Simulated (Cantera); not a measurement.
Charge: 1 mol Si₃N₄, 0.74 mol N₂O, 31 mol N₂, held at 1548 K and 7.40 bar.

Cantera equilibrium calculation (NASA polynomials, part measured and part estimated; ideal gas, pure solids and liquids). Candidate condensed phases: Si, SiO₂, Si₂N₂O, Si₃N₄; 16 gas species. Mutual solubility and eutectic melting of coexisting phases are not modelled. The numbers say what is thermodynamically allowed, not how fast it happens.

Base state: N₂ 1.00 (mole fractions); condensed: Si₂N₂O(s) + Si₃N₄(s).

**Question.** What changes in the equilibrium state with this change: Si₃N₄ replaced by SiC?

**Answer.** 
```csv
species,before,after
N₂,1.00,0.992
CO,0,0.00762
"Si₂N₂O(s), mol",0.740,0.500
"Si₃N₄(s), mol",0.507,0
"C(graphite), mol",0,0.760
```
Further candidate phases: C, SiC.
